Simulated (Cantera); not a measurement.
# Ta2O5 + CO + C (carbothermic reduction)

Input: 1 mol Ta2O5, 0.99 mol CO, 1.9 mol C, at 0.000210 bar.

Method: chemical equilibrium by Gibbs-energy minimisation in Cantera with the NASA 1993 tables (ideal gas, pure condensed phases). Candidate condensed phases: C, Ta, TaC, Ta2O5; 15 gas species. Mutual solubility and eutectic melting of coexisting phases are not modelled. TaC: taken at fixed stoichiometry. Condensed phases not in the tables: Ta2C, N, O or C dissolved in the metal. Rates play no part.

```
T (K)  log p CO  log p TaO2  log p TaO  log p CO2  n TaC(s)  n Ta2O5(s)  n Ta(s)  n Ta2O5(l)
-----  --------  ----------  ---------  ---------  --------  ----------  -------  ----------
1075      -3.68        <-15       <-15      -7.39     0.543       0.729        0           0
1225      -3.68        <-15       <-15      -7.40     0.543       0.729        0           0
1375      -3.68      -13.50     -15.24      -7.41     0.543       0.729        0           0
1525      -3.68      -11.06     -12.37      -7.41     0.543       0.729        0           0
1675      -3.68       -9.07     -10.02      -7.42     0.543       0.729        0           0
1825      -3.68       -7.43      -8.14      -7.37         0       0.620    0.760           0
1975      -3.68       -6.17      -6.89      -7.12         0       0.616    0.757           0
2125      -3.70       -5.13      -5.83      -6.93         0           0    0.727       0.573
2275      -3.83       -4.28      -4.95      -6.92         0           0    0.423       0.166
```
log p: log10 of the partial pressure in bar; n: condensed amount in mol.

From 1075 K to 1675 K the condensed part is TaC(s) + Ta2O5(s). From 1825 K to 1975 K the condensed part is Ta(s) + Ta2O5(s). From 2125 K to 2275 K the condensed part is Ta(s) + Ta2O5(l).
